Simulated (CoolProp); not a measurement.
A simple Rankine cycle with R1233zd(E): condensing at 295.15 K, boiler at 1.17 MPa, turbine inlet 393.6 K, turbine efficiency 0.6, pump efficiency 0.7, no recuperator. Each further row changes one setting.

Values from CoolProp's reference Helmholtz-energy equation of state, Akasaka 2022.

```csv
case,thermal efficiency (%),net work (kJ/kg),heat in (kJ/kg),turbine exit temperature (K),volume ratio over the turbine
as stated,10.4,27.1,261,344.3,10.6
turbine inlet 413.6 K,10.4,29.4,282,365.7,10.3
condensing temperature 287.15 K,11.4,30.7,270,339.6,14.3
boiler pressure 0.819 MPa,9.1,24.4,267,354.9,7.09
turbine efficiency 0.5,8.6,22.4,261,349.7,10.8
```
